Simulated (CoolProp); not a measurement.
Vapour-liquid equilibrium of benzene (1) + n-decane (2) at 701 kPa; x and y are mole fractions of (1).

Values from CoolProp's multi-fluid Helmholtz-energy mixture model, Thol 2012 and Lemmon 2006; pair parameters Bell 2016.

Q: Give the bubble temperature and the first vapour's composition at x = 0.2, 0.35, 0.95. Is there an azeotrope?

A: x = 0.2: 507.1 K, y = 0.515; x = 0.35: 484.9 K, y = 0.732; x = 0.95: 435.1 K, y = 0.992. No azeotrope shows between x = 0.05 and 0.95.

The pair parameters rest on a limited set of measurements; away from them the model extrapolates.
